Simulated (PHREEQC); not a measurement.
Polishing slurry liquid

A solution holds 0.055 mol H2SO4, 0.17 mol K2SO4 and 0.00046 mol KH2PO4 per kg of water, at 25 °C. Closed to the air; pH follows from the charge balance.

All values are PHREEQC results (ion-association model, wateq4f.dat), not measurements.

Each row changes one thing in this solution. Precipitation was switched off in this run.

```json
[
 {"case": "as made", "pH": "1.62", "ionic strength (mol/kgw)": "0.431", "K+ (mol/kgw)": "0.297", "SO4-2 (mol/kgw)": "0.103", "HSO4- (mol/kgw)": "0.0782", "KSO4- (mol/kgw)": "0.0437"},
 {"case": "H2SO4 replaced by NaHSO4 at the same molality", "pH": "1.97", "ionic strength (mol/kgw)": "0.479", "K+ (mol/kgw)": "0.290", "SO4-2 (mol/kgw)": "0.127", "HSO4- (mol/kgw)": "0.0409", "KSO4- (mol/kgw)": "0.0504"},
 {"case": "H2SO4 from 0.055 to 0.011 mol/kgw", "pH": "2.36", "ionic strength (mol/kgw)": "0.413", "K+ (mol/kgw)": "0.291", "SO4-2 (mol/kgw)": "0.116", "HSO4- (mol/kgw)": "___", "KSO4- (mol/kgw)": "0.0491"},
 {"case": "diluted 2-fold with water", "pH": "1.81", "ionic strength (mol/kgw)": "0.233", "K+ (mol/kgw)": "___", "SO4-2 (mol/kgw)": "0.0603", "HSO4- (mol/kgw)": "0.0352", "KSO4- (mol/kgw)": "0.0170"},
 {"case": "0.052 mol/kgw NiSO4 added", "pH": "1.65", "ionic strength (mol/kgw)": "0.513", "K+ (mol/kgw)": "0.293", "SO4-2 (mol/kgw)": "0.121", "HSO4- (mol/kgw)": "0.0804", "KSO4- (mol/kgw)": "0.0470"},
 {"case": "KH2PO4 replaced by KHCO3 at the same molality", "pH": "1.62", "ionic strength (mol/kgw)": "0.431", "K+ (mol/kgw)": "0.297", "SO4-2 (mol/kgw)": "0.103", "HSO4- (mol/kgw)": "0.0781", "KSO4- (mol/kgw)": "0.0437"},
 {"case": "H2SO4 replaced by NiSO4 at the same molality", "pH": "5.38", "ionic strength (mol/kgw)": "0.493", "K+ (mol/kgw)": "0.287", "SO4-2 (mol/kgw)": "0.139", "HSO4- (mol/kgw)": "1.76e-5", "KSO4- (mol/kgw)": "0.0537"}
]
```

Problem. Complete the blanks.

Solution. 
- H2SO4 from 0.055 to 0.011 mol/kgw, HSO4- (mol/kgw): 0.0162
- diluted 2-fold with water, K+ (mol/kgw): 0.153

Some of these states are supersaturated (in Ni3(PO4)2, for instance). H3PO4, which wateq4f.dat lacks, is added to it with the constant of phreeqc.dat.
